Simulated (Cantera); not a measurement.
What does this Cantera script print?

```python
import numpy as np
import cantera as ct

gas_names = """
    H H2 N NH NH2 NH3 N2 N2H2 N2H4 Si SiH SiH2 SiH3 SiH4 SiN Si2 Si2N Si3
""".split()
cond_names = """
    Si(cr) Si(L) Si3N4(a)
""".split()


# ... load() reads the species with a 1 bar reference pressure and builds the phases ...
atoms = {
    'Si3N4': {'Si': 3, 'N': 4},
    'H2': {'H': 2},
    'N2': {'N': 2},
}
top_T = {'Si3N4(a)': 2400}  # K; cautious upper limits of use, not melting points


# ... equilibrate(T, P, feed) seeds the gas with the atoms and calls Mixture.equilibrate('TP', solver="vcs", rtol=1e-11, max_steps=5000) ...
results = []
feed = {'Si3N4': 1, 'H2': 490, 'N2': 0.89}  # mol
P = 1000  # Pa
for T in [823, 923, 1023, 1123, 1223, 1323, 1423, 1523, 1623, 1723, 1823, 1923]:
    mix = equilibrate(T, P, feed)
    results.append((T, P, feed, dict(zip(mix.species_names, mix.species_moles))))
    x = sorted(zip(gas.X, gas.species_names), reverse=True)
    print(f"T = {T:g} K  P = {P:g} Pa  gas = {mix.phase_moles(0):.4g} mol")
    print("   x: " + "  ".join(f"{s} {v:.3e}" for v, s in x if v > 1e-05))
    print("   condensed (mol): " + ("  ".join(f"{mix.phase(i).name} {mix.phase_moles(i):.4g}"
          for i in range(1, mix.n_phases) if mix.phase_moles(i) > 1e-12) or "none"))
```

Output:

```
T = 823 K  P = 1000 Pa  gas = 490.9 mol
   x: H2 9.982e-01  N2 1.813e-03
   condensed (mol): Si3N4(a) 1
T = 923 K  P = 1000 Pa  gas = 490.9 mol
   x: H2 9.982e-01  N2 1.813e-03
   condensed (mol): Si3N4(a) 1
T = 1023 K  P = 1000 Pa  gas = 490.9 mol
   x: H2 9.982e-01  N2 1.813e-03
   condensed (mol): Si3N4(a) 1
T = 1123 K  P = 1000 Pa  gas = 490.9 mol
   x: H2 9.982e-01  N2 1.813e-03
   condensed (mol): Si3N4(a) 1
T = 1223 K  P = 1000 Pa  gas = 490.9 mol
   x: H2 9.982e-01  N2 1.813e-03
   condensed (mol): Si3N4(a) 1
T = 1323 K  P = 1000 Pa  gas = 490.9 mol
   x: H2 9.982e-01  N2 1.813e-03  H 1.584e-05
   condensed (mol): Si3N4(a) 1
T = 1423 K  P = 1000 Pa  gas = 490.9 mol
   x: H2 9.981e-01  N2 1.813e-03  H 6.636e-05
   condensed (mol): Si3N4(a) 0.9999
T = 1523 K  P = 1000 Pa  gas = 492.9 mol
   x: H2 9.939e-01  N2 5.863e-03  H 2.304e-04
   condensed (mol): Si(cr) 2.998
T = 1623 K  P = 1000 Pa  gas = 493.1 mol
   x: H2 9.934e-01  N2 5.861e-03  H 6.889e-04  Si 1.564e-05
   condensed (mol): Si(cr) 2.987
T = 1723 K  P = 1000 Pa  gas = 493.4 mol
   x: H2 9.922e-01  N2 5.857e-03  H 1.816e-03  Si 9.834e-05  SiH2 1.685e-05  SiH 1.409e-05
   condensed (mol): Si(L) 2.935
T = 1823 K  P = 1000 Pa  gas = 494.2 mol
   x: H2 9.893e-01  N2 5.846e-03  H 4.309e-03  Si 4.420e-04  SiH 4.698e-05  SiH2 3.475e-05
   condensed (mol): Si(L) 2.734
T = 1923 K  P = 1000 Pa  gas = 496.1 mol
   x: H2 9.829e-01  H 9.340e-03  N2 5.821e-03  Si 1.696e-03  SiH 1.376e-04  SiH2 6.616e-05  Si2 1.449e-05
   condensed (mol): Si(L) 2.03
```

Method: chemical equilibrium by Gibbs-energy minimisation in Cantera with the NASA 1993 tables (ideal gas, pure condensed phases). Gases not in the tables: Si2H6 and higher silanes.
